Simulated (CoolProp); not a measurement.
Values from CoolProp's reference Helmholtz-energy equation of state, Span 1996.

Question: Give the vapour pressure (kPa), vapour viscosity (µPa s), liquid conductivity (mW/(m K)) of saturated carbon dioxide at -19.25 °C.

Answer: 
| T (°C) | p (kPa) | vapour viscosity (µPa s) | liquid conductivity (mW/(m K)) |
|---|---|---|---|
| -19.25 | 2020 | 13.0 | 132 |

Viscosity comes from a separate model (Laesecke 2017). Thermal conductivity comes from a separate model (Huber 2016).
